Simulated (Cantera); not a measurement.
Mixture: H₂ : O₂ : N₂ = 1 : 0.333 : 1.25 (molar parts), equivalence ratio 1.5, at 3080 Torr, adiabatic and at constant volume. Ignition delay is the time to a rise of 400 K.

Detailed kinetics in Cantera: the H2/O2 subset of GRI-Mech 3.0, which has no nitrogen chemistry. The hydrogen kinetics of GRI-Mech 3.0 are dated; newer H2 mechanisms differ, most at raised pressure. Where the delays flatten at high temperature, the 400 K rule measures the pace of heat release, not the induction time.

What does this change do: constant pressure in place of constant volume?


```json
[
 {"quantity": "delay at 1050 K", "before": "1.96 ms", "after": "2.03 ms"},
 {"quantity": "delay at 1200 K", "before": "16.7 µs", "after": "17.3 µs"},
 {"quantity": "delay at 1350 K", "before": "5.97 µs", "after": "6.26 µs"},
 {"quantity": "delay at 1500 K", "before": "3.32 µs", "after": "3.54 µs"},
 {"quantity": "delay at 1650 K", "before": "2.21 µs", "after": "2.44 µs"}
]
```

What does this change do: pressure from 3080 Torr to 750 Torr?


```
quantity          before     after
---------------  -------  --------
delay at 1050 K  1.96 ms  0.149 ms
delay at 1200 K  16.7 µs   46.8 µs
delay at 1350 K  5.97 µs   23.7 µs
delay at 1500 K  3.32 µs   15.3 µs
delay at 1650 K  2.21 µs   12.0 µs
```
